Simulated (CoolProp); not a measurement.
Vapour pressure (MPa) of CH2F2 (R32): the reference equation beside estimates from Tc = 78.1 °C, pc = 5.783 MPa, ω = 0.277.

The numbers come from the reference Helmholtz-energy equation of state, Tillner-Roth 1997 in CoolProp.

```json
[
 {"T (°C)": "-106.75", "reference": "0.002017", "van der Waals": "0.1105", "Redlich-Kwong": "0.005982"},
 {"T (°C)": "-86.25", "reference": "0.01185", "van der Waals": "0.2420", "Redlich-Kwong": "0.02972"},
 {"T (°C)": "-65.65", "reference": "0.04696", "van der Waals": "0.4589", "Redlich-Kwong": "0.1004"},
 {"T (°C)": "-45.05", "reference": "0.1403", "van der Waals": "0.7815", "Redlich-Kwong": "0.2595"},
 {"T (°C)": "-24.55", "reference": "0.3405", "van der Waals": "1.226", "Redlich-Kwong": "0.5545"},
 {"T (°C)": "-3.95", "reference": "0.7151", "van der Waals": "1.812", "Redlich-Kwong": "1.040"},
 {"T (°C)": "16.65", "reference": "1.342", "van der Waals": "2.553", "Redlich-Kwong": "1.764"},
 {"T (°C)": "37.15", "reference": "2.311", "van der Waals": "3.454", "Redlich-Kwong": "2.767"}
]
```

Absolute difference from the reference over all 8 rows, mean and median: van der Waals 1151.0 and 358.5 %, Redlich-Kwong 88.2 and 73.9 %.
